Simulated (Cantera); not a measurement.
## Thermodynamics of carbothermic reduction, feed PbO + C + CO

A closed system holds: 1 mol PbO, 4 mol C, 0.071 mol CO, equilibrated at 75.0 Torr.

These are equilibrium values from Cantera (NASA tables, ideal gas, pure condensed phases), not measurements of a reactor. Candidate condensed phases: C, Pb, PbO, PbO2, Pb3O4; 15 gas species. The numbers say what is thermodynamically allowed, not how fast it happens.

| T (K) | log p CO | log p Pb | log p CO2 | log p Pb2 | log p PbO | n C(graphite) | n Pb(l) |
|---|---|---|---|---|---|---|---|
| 900 | -1.15 | -5.86 | -1.54 | -12.09 | -12.89 | 3.24 | 1.000 |
| 950 | -1.06 | -5.30 | -1.89 | -11.14 | -12.28 | 3.12 | 1.000 |
| 1000 | -1.02 | -4.79 | -2.29 | -10.29 | -11.77 | 3.05 | 1.000 |
| 1050 | -1.01 | -4.33 | -2.69 | -9.53 | -11.34 | 3.02 | 1.000 |
| 1100 | -1.00 | -3.92 | -3.06 | -8.83 | -10.95 | 3.01 | 0.999 |
| 1150 | -1.00 | -3.54 | -3.41 | -8.20 | -10.59 | 3.00 | 0.997 |
| 1200 | -1.00 | -3.19 | -3.73 | -7.62 | -10.27 | 3.00 | 0.993 |
| 1250 | -1.01 | -2.87 | -4.03 | -7.09 | -9.98 | 3.00 | 0.985 |
| 1300 | -1.01 | -2.58 | -4.31 | -6.60 | -9.71 | 3.00 | 0.971 |
| 1350 | -1.02 | -2.31 | -4.58 | -6.15 | -9.47 | 3.00 | 0.945 |
| 1400 | -1.04 | -2.06 | -4.84 | -5.73 | -9.25 | 3.00 | 0.898 |
| 1450 | -1.07 | -1.83 | -5.12 | -5.35 | -9.07 | 3.00 | 0.812 |
| 1500 | -1.12 | -1.61 | -5.42 | -4.99 | -8.91 | 3.00 | 0.651 |
| 1550 | -1.22 | -1.41 | -5.80 | -4.65 | -8.82 | 3.00 | 0.310 |
log p: log10 of the partial pressure in bar; n: condensed amount in mol.

From 900 K to 1550 K the condensed part is C(graphite) + Pb(l). The main Pb-bearing gas is Pb throughout.
